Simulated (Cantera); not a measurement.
Input: 1 mol SiH₂Cl₂, 1.8 mol HCl, 9.5 mol N₂, equilibrated at 3300 Pa.

These are equilibrium values from Cantera (NASA tables, ideal gas, pure condensed phases), not measurements of a reactor. Candidate condensed phases: NH₄Cl, Si, Si₃N₄; 28 gas species. N₂ is the only nitrogen source here; it is nearly inert below about 1500 K, so the nitride shown seldom forms there in practice. The tables' values for SiCl₃ are old estimates; treat these amounts as uncertain. The numbers say what is thermodynamically allowed, not how fast it happens. All values below are at 827 °C.

Base state: N₂ 0.726, HCl 0.186, H₂ 0.0587, SiCl₄ 0.0291, SiCl₃ 0.000172, SiHCl₃ 0.000135, SiCl₂ 1.41e-5 (mole fractions); condensed: Si₃N₄(s).

Question: What changes in the equilibrium state with this change: 1.2 mol Cl₂ added?

Answer: 
```tsv
species	before	after
N₂	0.726	0.697
HCl	0.186	0.194
SiCl₄	0.0291	0.0655
H₂	0.0587	0.0431
SiCl₃	0.000172	0.000318
SiHCl₃	0.000135	0.000215
SiCl₂	1.41e-5	2.15e-5
Si₃N₄(s), mol	0.210	0.0351
```
